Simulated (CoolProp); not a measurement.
Computed with CoolProp (reference Helmholtz-energy equation of state, Lemmon 2005). It is a short technical equation, of lower accuracy than the large ones.

Give the vapour pressure (bar), enthalpy of vaporisation (kJ/kg), liquid cp (kJ/(kg K)), vapour Z of saturated cis-2-butene at 260.2, 271.2 K.


```
T (K)  p (bar)  enthalpy of vaporisation (kJ/kg)  liquid cp (kJ/(kg K))  vapour Z
-----  -------  --------------------------------  ---------------------  --------
260.2    0.511                               430                   2.10     0.974
271.2    0.812                               420                   2.14     0.965
```
